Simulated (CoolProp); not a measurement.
Computed with CoolProp (reference Helmholtz-energy equation of state, Lemmon 2006). It is a short technical equation, of lower accuracy than the large ones.

For R141b, give the phase and the speed of sound (m/s), Joule-Thomson coefficient (K/MPa), isothermal compressibility (1/MPa), Prandtl number at 383.8 K and 0.755 MPa; 433.6 K and 0.755 MPa.


- 383.8 K and 0.755 MPa: gas; speed of sound 152, Joule-Thomson coefficient 21.8, isothermal compressibility 1.59, Prandtl number 0.693
- 433.6 K and 0.755 MPa: gas; speed of sound 169, Joule-Thomson coefficient 13.3, isothermal compressibility 1.46, Prandtl number 0.606

Viscosity comes from a separate model (Huber 2003), an estimate that may be off by 10 % or more. Thermal conductivity comes from a separate model (Huber 2003), an estimate that may be off by 10 % or more.
